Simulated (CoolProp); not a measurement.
Vapour pressure (bar) of toluene: the reference equation beside estimates from Tc = 591.7 K, pc = 41.26 bar, ω = 0.266. Clausius-Clapeyron is anchored at 352.2 K with a constant enthalpy of vaporisation of 35.07 kJ/mol.

The numbers come from the reference Helmholtz-energy equation of state, Lemmon 2006 in CoolProp. It is a short technical equation, of lower accuracy than the large ones.

```csv
T (K),reference,Lee-Kesler,Clausius-Clapeyron
325.6,0.1363,0.1301,0.1414
352.2,0.3761,0.3650,0.3761
378.8,0.8786,0.8655,0.8721
405.4,1.804,1.799,1.811
432,3.350,3.367,3.437
458.6,5.743,5.797,6.055
485.2,9.239,9.336,10.03
511.8,14.13,14.26,15.75
538.4,20.74,20.89,23.67
565,29.54,29.67,34.23
```

Absolute difference from the reference over all 10 rows, mean and median: Lee-Kesler 1.4 and 0.9 %, Clausius-Clapeyron 6.3 and 4.6 %.
